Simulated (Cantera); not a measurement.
Cantera run:

```python
import numpy as np
import cantera as ct

gas_names = """
    B BN B2 N N2
""".split()
cond_names = """
    B(b) B(L) BN(s)
""".split()


# ... load() reads the species with a 1 bar reference pressure and builds the phases ...
atoms = {
    'BN': {'B': 1, 'N': 1},
    'N2': {'N': 2},
}
top_T = {'BN(s)': 3200}  # K; cautious upper limits of use, not melting points


# ... equilibrate(T, P, feed) seeds the gas with the atoms and calls Mixture.equilibrate('TP', solver="vcs", rtol=1e-11, max_steps=5000) ...
results = []
feed = {'BN': 1, 'N2': 0.25}  # mol
T = 2700  # K
P = 101325  # Pa
mix = equilibrate(T, P, feed)
results.append((T, P, feed, dict(zip(mix.species_names, mix.species_moles))))
x = sorted(zip(gas.X, gas.species_names), reverse=True)
print(f"T = {T:g} K  P = {P:g} Pa  gas = {mix.phase_moles(0):.4g} mol")
print("   x: " + "  ".join(f"{s} {v:.3e}" for v, s in x if v > 1e-05))
print("   condensed (mol): " + ("  ".join(f"{mix.phase(i).name} {mix.phase_moles(i):.4g}"
      for i in range(1, mix.n_phases) if mix.phase_moles(i) > 1e-12) or "none"))
```

Output:

```
T = 2700 K  P = 101325 Pa  gas = 0.2502 mol
   x: N2 9.995e-01  B 3.610e-04  BN 1.020e-04
   condensed (mol): BN(s) 0.9999
```

Equilibrium computed with Cantera from the NASA thermochemical tables; the gas is ideal and each condensed phase is pure.
